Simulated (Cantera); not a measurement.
A diamond (100) surface in a fixed gas of H2 with x(CH4) = 0.0024, x(H) = 0.00049, at 1075 K, 39.0 Torr; coverages are run to steady state.

Computed with Cantera and the Harris–Goodwin 1993 mechanism for the reconstructed diamond (100) surface.

θ: site fractions in the mechanism's names (c6HH fully hydrogenated, c6H* and c6*H radical sites, c6** diradical, c6HM methylated).

| x(CH3) | growth (µm/h) | θ c6HH | θ c6H* | θ c6*H | θ c6** | θ c6HM |
|---|---|---|---|---|---|---|
| 1e-06 | 0.0114 | 0.549 | 0.0246 | 0.414 | 0.0121 | 0.000236 |
| 2.7e-06 | [?] | 0.549 | 0.0246 | 0.414 | 0.0121 | [?] |
| 7.1e-06 | 0.0807 | 0.548 | 0.0245 | 0.413 | 0.0120 | 0.00167 |
| 1.9e-05 | 0.215 | 0.546 | 0.0244 | 0.411 | 0.0119 | 0.00445 |
| 5e-05 | 0.556 | 0.540 | 0.0242 | 0.407 | 0.0117 | 0.0115 |
| 0.00013 | 1.39 | 0.526 | 0.0235 | 0.395 | 0.0110 | 0.0289 |
| 0.00035 | 3.40 | 0.493 | 0.0219 | 0.369 | 0.00947 | 0.0709 |
| 0.00093 | [?] | [?] | [?] | [?] | [?] | [?] |
| 0.0025 | 13.2 | 0.326 | 0.0139 | 0.234 | 0.00346 | 0.283 |

Task: Complete the blanks.

Result: 
- 2.7e-06, growth (µm/h): 0.0308
- 2.7e-06, θ c6HM: 0.000637
- 0.00093, growth (µm/h): 7.29
- 0.00093, θ c6HH: 0.427
- 0.00093, θ c6H*: 0.0188
- 0.00093, θ c6*H: 0.316
- 0.00093, θ c6**: 0.00676
- 0.00093, θ c6HM: 0.154
